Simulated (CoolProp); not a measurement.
The numbers come from the reference Helmholtz-energy equation of state, Thol 2019 in CoolProp.

**Question.** Give the vapour pressure (bar), liquid density (kg/m³), vapour density (kg/m³), enthalpy of vaporisation (kJ/kg) of saturated dodecamethylpentasiloxane (MD3M) at 572.2, 580.4 K.

**Answer.** 
| T (K) | p (bar) | liquid density (kg/m³) | vapour density (kg/m³) | enthalpy of vaporisation (kJ/kg) |
|---|---|---|---|---|
| 572.2 | 3.96 | 548 | 45.1 | 78.6 |
| 580.4 | 4.55 | 532 | 53.5 | 73.5 |
